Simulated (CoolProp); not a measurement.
Vapour pressure (MPa) of ethylene: the reference equation beside estimates from Tc = 9.2 °C, pc = 5.042 MPa, ω = 0.087. Clausius-Clapeyron is anchored at -71.65 °C with a constant enthalpy of vaporisation of 12.05 kJ/mol.

Computed with CoolProp (reference Helmholtz-energy equation of state, Smukala 2000).

```
T (°C)  reference  Lee-Kesler  Clausius-Clapeyron  van der Waals  Redlich-Kwong  Soave-Redlich-Kwong  Peng-Robinson
------  ---------  ----------  ------------------  -------------  -------------  -------------------  -------------
-97.45     0.1449      0.1440              0.1683         0.5388         0.1499               0.1437         0.1463
-92.35     0.1894      0.1887                   ?         0.6313         0.1981                    ?         0.1907
-87.15     0.2450      0.2443              0.2658         0.7360         0.2584               0.2439         0.2460
-81.95     0.3120      0.3115              0.3286         0.8516         0.3311               0.3112         0.3127
-76.85     0.3902      0.3901              0.4001         0.9760         0.4161               0.3899         0.3906
-71.65     0.4841      0.4844              0.4841          1.115         0.5178               0.4846         0.4841
-66.45     0.5938      0.5944              0.5802          1.265         0.6363               0.5955         0.5935
-61.35     0.7182      0.7191              0.6869          1.425         0.7700               0.7213         0.7177
-56.15          ?      0.8647              0.8093          1.601         0.9256               0.8688         0.8630
-50.95      1.029       1.030              0.9463          1.791          1.102                1.037          1.029
-45.85      1.213       1.214               1.095          1.990          1.296                1.224          1.213
-40.65      1.424       1.424               1.263          2.206          1.517                1.438          1.425
-35.45      1.660       1.660               1.448          2.437          1.763                1.678          1.663
```

Q: Fill in the missing entries.

A: 
- -92.35, Clausius-Clapeyron: 0.2124
- -92.35, Soave-Redlich-Kwong: 0.1883
- -56.15, reference: 0.8636

Absolute difference from the reference over all 13 rows, mean and median: Lee-Kesler 0.2 and 0.1 %, Clausius-Clapeyron 7.6 and 8.0 %, van der Waals 130.4 and 113.0 %, Redlich-Kwong 6.3 and 6.6 %, Soave-Redlich-Kwong 0.6 and 0.6 %, Peng-Robinson 0.2 and 0.1 %.
